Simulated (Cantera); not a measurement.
A closed system holds: 1 mol Si2H6, a varied amount of HCl, 3.8 mol H2, equilibrated at 973.15 K and 140 Pa.

Method: chemical equilibrium by Gibbs-energy minimisation in Cantera with the NASA 1993 tables (ideal gas, pure condensed phases). Candidate condensed phases: Si; 19 gas species. The feed counts by its element totals alone. The tables' values for SiCl3 are old estimates; treat these amounts as uncertain. Rates play no part.

log p: log10 of the partial pressure in bar; n: condensed amount in mol.

```json
[
 {"n(HCl) (mol)": "0.06", "log p H2": "-2.86", "log p HCl": "-4.95", "log p SiCl4": "-7.00", "log p SiHCl3": "?", "log p SiCl2": "-6.83", "log p SiCl3": "-7.65", "log p SiH2Cl2": "-8.30", "n Si(s)": "2.00"},
 {"n(HCl) (mol)": "0.087", "log p H2": "-2.86", "log p HCl": "-4.82", "log p SiCl4": "-6.48", "log p SiHCl3": "?", "log p SiCl2": "-6.57", "log p SiCl3": "-7.26", "log p SiH2Cl2": "-8.04", "n Si(s)": "2.00"},
 {"n(HCl) (mol)": "0.13", "log p H2": "-2.86", "log p HCl": "-4.70", "log p SiCl4": "-6.01", "log p SiHCl3": "?", "log p SiCl2": "-6.34", "log p SiCl3": "-6.90", "log p SiH2Cl2": "-7.81", "n Si(s)": "1.99"},
 {"n(HCl) (mol)": "0.19", "log p H2": "-2.86", "log p HCl": "-4.61", "log p SiCl4": "-5.64", "log p SiHCl3": "?", "log p SiCl2": "-6.15", "log p SiCl3": "-6.62", "log p SiH2Cl2": "-7.62", "n Si(s)": "1.98"},
 {"n(HCl) (mol)": "0.27", "log p H2": "-2.87", "log p HCl": "-4.54", "log p SiCl4": "-5.35", "log p SiHCl3": "?", "log p SiCl2": "-6.01", "log p SiCl3": "-6.41", "log p SiH2Cl2": "-7.48", "n Si(s)": "1.96"},
 {"n(HCl) (mol)": "0.4", "log p H2": "-2.87", "log p HCl": "-4.47", "log p SiCl4": "-5.07", "log p SiHCl3": "?", "log p SiCl2": "-5.87", "log p SiCl3": "-6.20", "log p SiH2Cl2": "-7.35", "n Si(s)": "1.94"},
 {"n(HCl) (mol)": "0.58", "log p H2": "-2.87", "log p HCl": "-4.41", "log p SiCl4": "-4.84", "log p SiHCl3": "?", "log p SiCl2": "-5.75", "log p SiCl3": "-6.02", "log p SiH2Cl2": "-7.23", "n Si(s)": "1.90"}
]
```

Task: What belongs in the gaps?

Result: 
- 0.06, log p SiHCl3: -7.16
- 0.087, log p SiHCl3: -6.77
- 0.13, log p SiHCl3: -6.42
- 0.19, log p SiHCl3: -6.14
- 0.27, log p SiHCl3: -5.92
- 0.4, log p SiHCl3: -5.72
- 0.58, log p SiHCl3: -5.55
